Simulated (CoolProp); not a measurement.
Vapour-liquid equilibrium of n-hexane (1) + toluene (2) at 0.264 MPa; x and y are mole fractions of (1).

Values from CoolProp's multi-fluid Helmholtz-energy mixture model, Thol 2019 and Lemmon 2006; pair parameters Bell 2016.

| x | bubble temperature, mixture model (K) | bubble temperature, Raoult's law (K) | y, mixture model | y, Raoult's law |
|---|---|---|---|---|
| 0.05 | 416.1 | 417.6 | 0.149 | 0.128 |
| 0.125 | 409.5 | 412.5 | 0.318 | 0.288 |
| 0.2 | 404.2 | 407.9 | … | 0.419 |
| 0.275 | 399.8 | 403.6 | 0.539 | 0.526 |
| 0.35 | 396.1 | 399.8 | 0.615 | 0.615 |
| 0.425 | 392.9 | 396.2 | … | 0.690 |
| 0.5 | … | 392.9 | 0.734 | 0.753 |
| 0.575 | 387.5 | 389.8 | 0.782 | 0.807 |
| 0.65 | … | 387.0 | 0.826 | 0.853 |
| 0.725 | 382.9 | 384.3 | 0.866 | 0.893 |
| 0.8 | 380.9 | 381.8 | 0.905 | 0.927 |
| 0.875 | 378.9 | 379.5 | … | 0.958 |
| 0.95 | 377.1 | 377.3 | 0.977 | 0.984 |

Task: Complete the blanks.

Result: 
- 0.2, y, mixture model: 0.443
- 0.425, y, mixture model: 0.679
- 0.5, bubble temperature, mixture model (K): 390.0
- 0.65, bubble temperature, mixture model (K): 385.1
- 0.875, y, mixture model: 0.941

The largest gap from Raoult's law is -3.8 K in bubble temperature, at x = 0.275. No azeotrope shows between x = 0.05 and 0.95.

Pair parameters are fitted to limited data, so mixtures are less certain than the pure fluids.
